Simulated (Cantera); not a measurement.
## Gas-phase reforming

An isothermal, constant-pressure homogeneous reactor starts with CH4 : CO2 = 1 : 0.58 (molar parts), at 1523 K and 0.110 bar.

Detailed kinetics in Cantera: GRI-Mech 3.0 (53 species, 325 reactions). GRI-Mech 3.0 stops at C3 and has no aromatics, soot or wall deposition, so with more carbon than oxygen in the feed, carbon stays in small species such as C2H2 where larger ones or solid carbon would form.

```
t (s)      x CH4   x CO2  x H2O2     x CH2     x C2H      x CO    x C2H2
--------  ------  ------  ------  --------  --------  --------  --------
2.00e-5    0.633   0.367  <1e-12    <1e-12    <1e-12   1.09e-8    <1e-12
5.37e-5    0.633   0.367  <1e-12  4.70e-12    <1e-12   2.99e-8    <1e-12
0.000144   0.633   0.367  <1e-12  3.48e-11    <1e-12   8.11e-8  2.14e-12
0.000386   0.633   0.367  <1e-12  2.47e-10    <1e-12   2.23e-7  1.30e-10
0.00104    0.633   0.367  <1e-12   1.55e-9    <1e-12   6.85e-7   7.81e-9
0.00278    0.632   0.367  <1e-12   6.29e-9    <1e-12   2.98e-6   4.04e-7
0.00746    0.631   0.367  <1e-12   1.59e-8  5.61e-12   1.80e-5   1.33e-5
0.0200     0.623   0.366  <1e-12   3.36e-8  8.66e-11  0.000136  0.000323
0.0537     0.591   0.359  <1e-12   4.20e-8  9.52e-10  0.000989   0.00483
0.144      0.516   0.338  <1e-12   3.16e-8   4.18e-9   0.00559    0.0270
0.386      0.398   0.292  <1e-12   2.36e-8   9.37e-9    0.0249    0.0667
1.04       0.248   0.199  <1e-12   2.07e-8   1.68e-8    0.0840     0.114
2.78       0.106  0.0768  <1e-12   2.18e-8   2.79e-8     0.180     0.153
7.46      0.0401  0.0344  <1e-12   1.60e-8   3.40e-8     0.230     0.153
20.0      0.0254  0.0225  <1e-12   8.60e-9   2.64e-8     0.279     0.122
```
x: mole fraction; the columns are a selection and need not sum to one.

Equilibrium at this temperature and pressure: CH4 0.00761, CO2 8.33e-8, H2O2 <1e-12, CH2 1.16e-9, C2H 1.27e-8, CO 0.370, C2H2 0.0623 (gas phase only).
